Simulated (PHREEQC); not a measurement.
A made-up water analysis in mmol/kgw, 25 °C, pH 2.76, pe 9.8: Na 2.07; K 0.202; Ca 1.37; Mg 0.00583; Cl 1.36; S(6) 3.58; B 0.00507; Li 0.0807; Cu(2) 0.0178; F 0.147.

Valence states are taken as typed.

Model: ion-association model, wateq4f.dat, run in PHREEQC.

No solid was allowed to form.

Q: Order these F species by the share of F that they hold, largest first: CaF+, F-, HF.

A: HF (70 %), F- (30 %), CaF+ (0.19 %)

Q: Order these Ca species by the share of Ca that they hold, largest first: CaHSO4+, CaSO4, Ca+2.

A: Ca+2 (80 %), CaSO4 (20 %), CaHSO4+ (0.23 %)

The pH is 2.76 and the ionic strength 0.0111 mol/kgw. Real BF4- forms and hydrolyses slowly; the run takes it at equilibrium.
